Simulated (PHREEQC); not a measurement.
Solution (25 °C): 0.0018 mol ZnSO4 and 0.092 mol HCl per kg of water. Closed to the air; pH follows from the charge balance.

Model: ion-association model, phreeqc.dat, run in PHREEQC.

This is a speciation only: nothing precipitates in the calculation.

Problem. What pH, density, specific conductance does the model give?

Solution. pH 1.12; density 0.999 g/cm³; specific conductance 32600 µS/cm.

Problem. In which forms is Zn present?

Solution. Zn+2 90 %, ZnCl+ 8.4 %, ZnSO4 1.2 % of the Zn.

Species that the database lacks are ignored.
